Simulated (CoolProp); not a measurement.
The fluid at 298.15 K and 0.66 MPa flows at 0.57 m/s in a round tube of 1 mm bore and 0.25 µm roughness, fully developed (64/Re and Nu = 3.66 if laminar; Colebrook and Gnielinski if turbulent). The same conditions are run with several fluids, on thermodynamics alone (safety and materials aside).

Model: reference Helmholtz-energy equation of state of each fluid (R407C: Lemmon 2003; R13: Platzer 1990; R404A: Lemmon 2003; ethane: Bücker 2006; methane: Setzmann 1991), in CoolProp. The equations of Platzer and Polt are older, rougher fits. Blends and air are pseudo-pure fits.

Question: Rank R407C, R13, R404A, ethane, methane by Reynolds number, highest first.

Answer: R404A (1350), R407C (1190), R13 (1170), ethane (506), methane (218)

```tsv
fluid	Darcy friction factor	pressure drop (Pa/m)	heat-transfer coefficient (W/(m² K))	mass flow (kg/h)
R407C	0.0536	225	50.8	0.0417
R13	0.0547	263	46.2	0.0478
R404A	0.0473	226	52.3	0.0475
ethane	0.126	173	78.9	0.0136
methane	0.293	206	126	0.00696
```

Transport values come from each fluid's own correlations; those of R13 are estimates that may be off by 10 % or more.
